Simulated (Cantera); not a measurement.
An isothermal, constant-pressure homogeneous reactor starts with CO : O2 : H2O : N2 = 0.0039 : 0.07 : 0.006 : 1 (molar parts), at 1300 K and 1.40 bar.

Computed with Cantera and GRI-Mech 3.0 (53 species, 325 reactions).

Q: Predict: x(CO) at 5.00 s; x(O2) at 5.00 s; x(H2O) at 5.00 s; x(NO) at 5.00 s; x(H2) at 5.00 s.

A: 
- x(CO) at 5.00 s: 1.87e-9 (gas-phase equilibrium 1.88e-9)
- x(O2) at 5.00 s: 0.0631 (gas-phase equilibrium 0.0630)
- x(H2O) at 5.00 s: 0.00557 (gas-phase equilibrium 0.00557)
- x(NO) at 5.00 s: 8.22e-8 (gas-phase equilibrium 0.000237)
- x(H2) at 5.00 s: 1.64e-9 (gas-phase equilibrium 1.64e-9)
